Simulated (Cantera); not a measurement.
## Equilibrium for hydrogen reduction and annealing atmospheres: FeS2 + H2 + N2

Input: 1 mol FeS2, 200 mol H2, 52 mol N2, equilibrated at 9.00 Torr.

Equilibrium computed with Cantera from the NASA thermochemical tables; the gas is ideal and each condensed phase is pure. Candidate condensed phases: Fe, FeS, FeS2, S; 16 gas species. Metal and sulfide melt together well below either melting point, which pure phases cannot show. Mutual solubility and eutectic melting of coexisting phases are not modelled. FeS: taken at fixed stoichiometry. Gases not in the tables: S3 to S7. Rates play no part.

From 700 K to 1150 K the condensed part is FeS(s). At 1300 K the condensed part is Fe(γ) + FeS(s). From 1450 K to 1600 K the condensed part is Fe(γ). At 1750 K the condensed part is Fe(δ). From 1900 K to 2200 K nothing is condensed.

| T (K) | x H2 | x N2 | x H | x H2S | x Fe | n FeS(s) | n Fe(γ) | n Fe(δ) |
|---|---|---|---|---|---|---|---|---|
| 700 | 0.790 | 0.206 | <1e-12 | 0.00397 | <1e-12 | 1.00 | 0 | 0 |
| 850 | 0.790 | 0.206 | 1.66e-10 | 0.00397 | <1e-12 | 1.00 | 0 | 0 |
| 1000 | 0.790 | 0.206 | 1.84e-8 | 0.00397 | <1e-12 | 1.00 | 0 | 0 |
| 1150 | 0.790 | 0.206 | 6.05e-7 | 0.00396 | 4.49e-10 | 1.00 | 0 | 0 |
| 1300 | 0.788 | 0.206 | 8.96e-6 | 0.00560 | 9.10e-8 | 0.564 | 0.436 | 0 |
| 1450 | 0.786 | 0.206 | 7.65e-5 | 0.00710 | 4.16e-6 | 0 | 0.999 | 0 |
| 1600 | 0.786 | 0.206 | 0.000440 | 0.00567 | 9.14e-5 | 0 | 0.977 | 0 |
| 1750 | 0.785 | 0.205 | 0.00188 | 0.00397 | 0.00116 | 0 | 0 | 0.706 |
| 1900 | 0.779 | 0.204 | 0.00639 | 0.00254 | 0.00393 | 0 | 0 | 0 |
| 2050 | 0.768 | 0.203 | 0.0182 | 0.00152 | 0.00390 | 0 | 0 | 0 |
| 2200 | 0.745 | 0.200 | 0.0444 | 0.000826 | 0.00385 | 0 | 0 | 0 |
x: gas mole fraction; n: condensed amount in mol.
